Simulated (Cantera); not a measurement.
Predominance diagram of Zr at 1302 °C against the partial pressures of O2 and N2 (log10, bar). Standard-state values (1 bar) from the NASA 1993 polynomials, evaluated with Cantera. Candidates: Zr(β), ZrN(s), ZrO2(tetragonal). Only these pure phases compete in this equilibrium. ZrN: taken at fixed stoichiometry.

```
log p(N2) \ log p(O2)
        columns: -24, -23, -21.9, -20.9, -19.8, -18.8, -17.7, -16.7, -15.7, -14.6, -13.6, -12.5, -11.5, -10.4, -9.4, -8.3, -7.3, -6.3, -5.2, -4.2, -3.1, -2.1, -1, 0
      1  A A A A A B B B B B B B B B B B B B B B B B B B
   -0.2  A A A A A B B B B B B B B B B B B B B B B B B B
   -1.5  A A A A B B B B B B B B B B B B B B B B B B B B
   -2.8  A A A A B B B B B B B B B B B B B B B B B B B B
     -4  A A A B B B B B B B B B B B B B B B B B B B B B
   -5.2  A A B B B B B B B B B B B B B B B B B B B B B B
   -6.5  A A B B B B B B B B B B B B B B B B B B B B B B
   -7.8  A B B B B B B B B B B B B B B B B B B B B B B B
     -9  A B B B B B B B B B B B B B B B B B B B B B B B
  -10.2  B B B B B B B B B B B B B B B B B B B B B B B B
  -11.5  B B B B B B B B B B B B B B B B B B B B B B B B
  -12.8  B B B B B B B B B B B B B B B B B B B B B B B B
    -14  B B B B B B B B B B B B B B B B B B B B B B B B
```

A: ZrN(s); B: ZrO2(tetragonal).
